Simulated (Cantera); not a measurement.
Input: 1 mol Ta2O5, 1.8 mol H2, 0.092 mol H2O, held at 1027 °C and 15.0 Pa.

Cantera equilibrium calculation (NASA polynomials, part measured and part estimated; ideal gas, pure solids and liquids). Candidate condensed phases: H2O, Ta, Ta2O5; 12 gas species. Equilibrium is a limit: real reactors are often held back by kinetics, nucleation or transport.

Base state: H2 0.951, H2O 0.0486, H 8.81e-5 (mole fractions); condensed: Ta2O5(s).

### Question
What changes in the equilibrium state with this change: temperature from 1027 °C to 1900 °C?

### Answer
```tsv
species	before	after
H2	0.951	0.619
H	8.81e-5	0.310
H2O	0.0486	0.0461
TaO2	<1e-9	0.0203
O	<1e-9	0.00109
TaO	<1e-9	0.000189
OH	5.88e-8	0.00310
O2	<1e-9	3.43e-5
Ta2O5(s), mol	1.00	0
Ta2O5(l), mol	0	0.976
```
